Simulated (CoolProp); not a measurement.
R152A at 298.15 K and 1.21 MPa is throttled through a valve to 0.623 MPa with no heat exchange. Each further row changes one setting.

Computed with CoolProp (reference Helmholtz-energy equation of state, Outcalt 1996). It is a modified Benedict-Webb-Rubin equation, recast in Helmholtz form.

| case | temperature change (K) | final phase | final density (kg/m³) |
|---|---|---|---|
| as stated | (withheld) | liquid | 899 |
| outlet pressure 0.187 MPa | (withheld) | two-phase, vapour fraction 0.188 | (withheld) |
| outlet pressure 0.81 MPa | +0.0 | liquid | (withheld) |

Question: What belongs in the gaps?

Answer: 
- as stated, temperature change (K): +0.1
- outlet pressure 0.187 MPa, temperature change (K): -34.2
- outlet pressure 0.187 MPa, final density (kg/m³): 31.2
- outlet pressure 0.81 MPa, final density (kg/m³): 900
